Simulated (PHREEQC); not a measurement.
1 kg of water holding 0.4 mol/kgw NaCl and 0.1 mol/kgw K2SO4 is evaporated at 60 °C; the solids stay in contact with the brine. CO2 from the air is kept out. The run lets Arcanite, Glaserite, Halite, Mirabilite, Misenite, Sylvite, Thenardite precipitate or redissolve, and no other solid.

The numbers come from PHREEQC with the Pitzer model, pitzer.dat.

**Question.** Predict ionic strength, water activity, Cl in solution (mol/kgw), K in solution (mol/kgw) at water left (kg) = 0.2533, 0.2082, 0.007427.

**Answer.** 
```csv
water left (kg),ionic strength,water activity,Cl in solution (mol/kgw),K in solution (mol/kgw)
0.2533,2.76,0.933,1.58,0.789
0.2082,3.36,0.917,1.92,0.961
0.007427,8.74,0.693,7.96,3.43
```

Away from 25 °C the constants follow the database's enthalpies or fits; those with neither stay at their 25 °C values.
